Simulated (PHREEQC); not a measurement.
Consider water at 41 °C with 0.082 mol TMAH and 0.00015 mol K2SiO3 per kg of water. Closed to the air; pH follows from the charge balance.

Computed with PHREEQC (ion-association model, wateq4f.dat).

The ionic strength comes out as 0.0824 mol/kgw. What activity coefficients do H3SiO4-, K+, H2SiO4-2, OH- get?

H3SiO4- 0.78, K+ 0.77, H2SiO4-2 0.40, OH- 0.77.

No solid was allowed to form. (CH3)4N+ isn't in the database: it is added as a free cation with an ion size of 4 Å. Away from 25 °C the constants follow the database's enthalpies or fits; those with neither stay at their 25 °C values.
